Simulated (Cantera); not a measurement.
Charge: 1 mol Si3N4, a varied amount of NF3, 21 mol H2, held at 1348 K and 0.100 bar.

Method: chemical equilibrium by Gibbs-energy minimisation in Cantera with the NASA 1993 tables (ideal gas, pure condensed phases). Candidate condensed phases: Si, Si3N4; 37 gas species. Rates play no part.

Question: Which condensed phases are stable at each of these points (n(NF3) (mol)): 0.67, 0.87, 1.1, 1.5, 1.9, 2.5, 3.2, 4.2, 5.4, 7.1, 9.2, 12, 15?

Answer: 
| n(NF3) (mol) | condensed phases | Si condensed (%) |
|---|---|---|
| 0.67 | Si3N4(s) | 83.4 |
| 0.87 | Si3N4(s) | 78.4 |
| 1.1 | Si3N4(s) | 72.6 |
| 1.5 | Si3N4(s) | 62.6 |
| 1.9 | Si3N4(s) | 52.6 |
| 2.5 | Si3N4(s) | 37.6 |
| 3.2 | Si3N4(s) | 20.0 |
| 4.2 | gas only | 0.0 |
| 5.4 | gas only | 0.0 |
| 7.1 | gas only | 0.0 |
| 9.2 | gas only | 0.0 |
| 12 | gas only | 0.0 |
| 15 | gas only | 0.0 |

From 0.67 mol NF3 to 3.2 mol NF3 the condensed part is Si3N4(s). From 4.2 mol NF3 to 15 mol NF3 nothing is condensed.
